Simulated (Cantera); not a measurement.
A freely propagating, adiabatic, planar premixed flame of 5.06 % CH₄, 1.37 % H₂, 16.1 % O₂, 77.4 % N₂, unburnt at 548 K and 260000 Pa; mixture-averaged transport, grid criteria slope 0.08 and curve 0.16, no radiation.

Detailed kinetics in Cantera: GRI-Mech 3.0 (53 species, 325 reactions). Burning velocities carry a grid error of a few per cent, more on coarse grids.

### Question
Predict: laminar burning velocity; thermal thickness; peak x(C₂H₆); peak x(CH₂CO); peak x(CO).

### Answer
| Quantity | Value |
|---|---|
| laminar burning velocity | 25.5 cm/s |
| thermal thickness | 0.363 mm |
| peak x(C₂H₆) | 0.000260 |
| peak x(CH₂CO) | 5.08e-5 |
| peak x(CO) | 0.0157 |
